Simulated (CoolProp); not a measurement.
Aqueous sodium chloride as a coolant, at 31 °C, 1 atm.

The numbers come from the Melinder's fits for secondary coolants in CoolProp.

```
mass %  freezing point (°C)  density (kg/m³)  Prandtl number  conductivity (W/(m K))  cp (kJ/(kg K))
------  -------------------  ---------------  --------------  ----------------------  --------------
5.7                    -3.5             1035            5.53                       …           3.908
6.7                    -4.2             1042            5.58                   0.610           3.866
7.6                    -4.8             1049            5.64                   0.609           3.830
8.6                    -5.5                …            5.71                   0.608           3.790
9.6                    -6.2             1063            5.78                       …           3.752
10.6                   -7.0             1071            5.85                   0.606           3.715
11.6                   -7.8             1078            5.93                   0.605           3.679
12.5                   -8.6             1085            6.01                   0.604           3.647
13.5                   -9.5             1092            6.11                   0.603           3.613
14.5                  -10.4             1100            6.21                   0.602               …
15.5                  -11.4             1107            6.32                       …           3.549
16.5                      …             1115            6.44                   0.599           3.518
```

Problem. Complete the blanks.

Solution. 
- 5.7, conductivity (W/(m K)): 0.611
- 8.6, density (kg/m³): 1056
- 9.6, conductivity (W/(m K)): 0.607
- 14.5, cp (kJ/(kg K)): 3.580
- 15.5, conductivity (W/(m K)): 0.601
- 16.5, freezing point (°C): -12.4
